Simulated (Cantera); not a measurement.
An adiabatic, constant-volume homogeneous reactor starts with CO : H₂ : CH₄ : O₂ : N₂ = 1 : 0.033 : 0.84 : 3.49 : 13.1 (molar parts), equivalence ratio 0.63, at 1100 K and 3750 Torr. Integrator tolerance rtol = 1e-08.

Detailed kinetics in Cantera: GRI-Mech 3.0 (53 species, 325 reactions).

Task: What does this change do: CH4 0.84 to 2.4 parts?

Result: 
```
quantity                                                            before                                      after
---------------------------------  ---------------------------------------  -----------------------------------------
time of steepest temperature rise                                  24.0 ms                                    61.4 ms
temperature at 8.00 s                                               2632 K                                     2853 K
equilibrium temperature                                             2632 K                                     2853 K
x(CO) at 8.00 s                    0.00774 (gas-phase equilibrium 0.00774)        0.114 (gas-phase equilibrium 0.114)
x(H₂) at 8.00 s                    0.00112 (gas-phase equilibrium 0.00112)      0.0582 (gas-phase equilibrium 0.0582)
x(CH₄) at 8.00 s                     <1e-12 (gas-phase equilibrium <1e-12)  2.45e-11 (gas-phase equilibrium 2.79e-11)
x(O₂) at 8.00 s                      0.0653 (gas-phase equilibrium 0.0653)  0.000394 (gas-phase equilibrium 0.000394)
x(CH₃) at 8.00 s                     <1e-12 (gas-phase equilibrium <1e-12)  4.40e-11 (gas-phase equilibrium 5.02e-11)
x(HO₂) at 8.00 s                   1.44e-5 (gas-phase equilibrium 1.44e-5)    7.06e-7 (gas-phase equilibrium 7.06e-7)
```

Task: What does this change do: initial temperature 1100 to 1425 K?

Result: 
```tsv
quantity	before	after
time of steepest temperature rise	24.0 ms	0.429 ms
temperature at 8.00 s	2632 K	2788 K
equilibrium temperature	2632 K	2788 K
x(CO) at 8.00 s	0.00774 (gas-phase equilibrium 0.00774)	0.0156 (gas-phase equilibrium 0.0156)
x(H₂) at 8.00 s	0.00112 (gas-phase equilibrium 0.00112)	0.00224 (gas-phase equilibrium 0.00224)
x(CH₄) at 8.00 s	<1e-12 (gas-phase equilibrium <1e-12)	<1e-12 (gas-phase equilibrium <1e-12)
x(O₂) at 8.00 s	0.0653 (gas-phase equilibrium 0.0653)	0.0653 (gas-phase equilibrium 0.0653)
x(CH₃) at 8.00 s	<1e-12 (gas-phase equilibrium <1e-12)	<1e-12 (gas-phase equilibrium <1e-12)
x(HO₂) at 8.00 s	1.44e-5 (gas-phase equilibrium 1.44e-5)	1.89e-5 (gas-phase equilibrium 1.89e-5)
```
